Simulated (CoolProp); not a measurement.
A single-stage vapour-compression cycle with CH2F2 (R32): evaporating at 193.15 K (dew point), condensing at 213.15 K (bubble point), superheat 10 K, subcooling 8 K, compressor efficiency 0.65, no pressure losses. Each further row changes one setting.

Computed with CoolProp (reference Helmholtz-energy equation of state, Tillner-Roth 1997).

```tsv
case	cooling COP	pressure ratio	discharge temperature (K)	refrigerating effect (kJ/kg)	volumetric capacity (kJ/m³)
as stated	5.64	3.48	295.8	399	232
evaporating temperature 198.15 K	7.94	2.48	275.2	403	321
condensing temperature 208.15 K	7.70	2.62	273.5	407	237
subcooling 13 K	5.75	3.48	295.8	407	237
superheat 20 K	5.48	3.48	308.8	407	225
compressor efficiency 0.55	4.77	3.48	311.1	399	232
```
